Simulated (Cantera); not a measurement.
A closed system holds: 1 mol CF4, 1.6 mol HCl, 0.13 mol H2, 0.45 mol Si, held at 1023.15 K and 3.00 mbar.

Equilibrium computed with Cantera from the NASA thermochemical tables; the gas is ideal and each condensed phase is pure. Candidate condensed phases: C, C6H6, C7H8, C8H18, Si, SiC; 143 gas species. Gases not in the tables: C2F6 and larger saturated fluorocarbons. Kinetics and transport are ignored.

Base state: HF 0.315, HCl 0.312, SiF4 0.152, Cl2 0.111, CF4 0.105, Cl 0.00331, CClF3 0.00252, CCl2F2 7.51e-5 (mole fractions); condensed: C(graphite).

Task: What changes in the equilibrium state with this change: temperature from 1023.15 K to 2075 K?

Result: 
| species | before | after |
|---|---|---|
| HF | 0.315 | 0.446 |
| Cl | 0.00331 | 0.382 |
| SiF4 | 0.152 | 0.109 |
| HCl | 0.312 | 0.00328 |
| F | <1e-9 | 0.0388 |
| CF2 | 6.89e-9 | 0.0181 |
| Cl2 | 0.111 | 0.000463 |
| CF4 | 0.105 | 0.00238 |
| CF | <1e-9 | 0.000257 |
| SiF3 | <1e-9 | 0.000108 |
| CF3 | 4.97e-9 | 0.000218 |
| C(graphite), mol | 0.682 | 0.913 |
The tables' values for SiF3 are old estimates; treat these amounts as uncertain.

Task: What changes in the equilibrium state with this change: CF4 replaced by c-C4F8?

Result: 
```csv
species,before,after
CF4,0.105,0.315
HF,0.315,0.272
HCl,0.312,0.193
SiF4,0.152,0.112
Cl2,0.111,0.0990
CClF3,0.00252,0.00543
CCl2F2,7.51e-5,0.000116
Cl,0.00331,0.00313
"C(graphite), mol",0.682,2.72
```
The feed counts by its element totals alone.
